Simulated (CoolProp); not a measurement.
Vapour-liquid equilibrium of propylene (1) + R114 (2) at 15.35 °C; x and y are mole fractions of (1).

The numbers come from the multi-fluid Helmholtz-energy mixture model, Lemmon 2013 and Platzer 1990; pair parameters Bell 2016 in CoolProp. This equation is an older, rougher fit; its heat capacities, sound speeds and derivatives of the liquid may be far off and weren't checked against measurements.

```csv
x,bubble pressure (kPa),y at the bubble point,dew pressure at overall composition x (kPa),liquid density (mol/L)
0.05,204.9,0.266,162.8,8.815
0.125,278.4,0.488,175.4,9.022
0.2,349.0,0.616,(withheld),9.236
0.275,(withheld),0.698,207.2,9.458
0.35,477.1,0.755,(withheld),9.689
0.425,533.8,0.797,252.8,9.930
0.5,(withheld),0.831,283.8,(withheld)
0.575,635.3,0.860,323.1,10.45
0.65,681.9,0.885,374.4,10.74
0.725,727.3,0.908,(withheld),11.05
0.8,772.6,0.931,537.5,11.38
0.875,(withheld),0.955,663.5,11.74
0.95,866.9,0.981,808.5,12.13
```

Q: Some entries are withheld; supply them.

A: 
- 0.2, dew pressure at overall composition x (kPa): 190.0
- 0.275, bubble pressure (kPa): 415.5
- 0.35, dew pressure at overall composition x (kPa): 227.8
- 0.5, bubble pressure (kPa): 586.3
- 0.5, liquid density (mol/L): 10.18
- 0.725, dew pressure at overall composition x (kPa): 443.2
- 0.875, bubble pressure (kPa): 818.9

No azeotrope shows between x = 0.05 and 0.95.

The pair parameters rest on a limited set of measurements; away from them the model extrapolates.
